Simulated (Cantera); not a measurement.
## Moist CO burnout

An isothermal, constant-pressure homogeneous reactor starts with 0.139 % CO, 4.46 % O2, 2.42 % H2O, 93.0 % N2, equivalence ratio 0.016, at 1023 K and 350000 Pa.

Model: GRI-Mech 3.0 (53 species, 325 reactions), integrated in Cantera.

```csv
t (s),x CO,x O2,x H2O,x OH,x NO,x CO2,x N2O
1.00e-5,0.00139,0.0446,0.0242,<1e-12,<1e-12,3.95e-12,<1e-12
3.35e-5,0.00139,0.0446,0.0242,1.69e-12,<1e-12,1.35e-11,<1e-12
0.000112,0.00139,0.0446,0.0242,1.19e-11,<1e-12,5.14e-11,<1e-12
0.000376,0.00139,0.0446,0.0242,5.41e-11,<1e-12,2.76e-10,<1e-12
0.00126,0.00139,0.0446,0.0242,1.23e-10,<1e-12,1.79e-9,<1e-12
0.00422,0.00139,0.0446,0.0242,1.98e-10,<1e-12,1.01e-8,1.26e-12
0.0141,0.00139,0.0446,0.0242,5.44e-10,<1e-12,7.25e-8,6.91e-12
0.0474,0.00139,0.0446,0.0242,8.33e-9,<1e-12,1.77e-6,1.20e-10
0.159,0.00129,0.0446,0.0242,7.54e-8,<1e-12,0.000101,5.44e-9
0.532,0.000973,0.0444,0.0242,6.62e-8,<1e-12,0.000422,2.33e-8
1.78,0.000472,0.0442,0.0242,4.49e-8,1.08e-12,0.000924,5.43e-8
5.97,0.000129,0.0440,0.0242,2.09e-8,1.35e-12,0.00127,7.68e-8
20.0,2.03e-5,0.0440,0.0242,9.45e-9,1.80e-12,0.00138,7.04e-8
```
x: mole fraction; the columns are a selection and need not sum to one.

Equilibrium at this temperature and pressure: CO <1e-12, O2 0.0440, H2O 0.0242, OH 4.35e-8, NO 2.00e-5, CO2 0.00140, N2O 3.27e-9 (gas phase only).
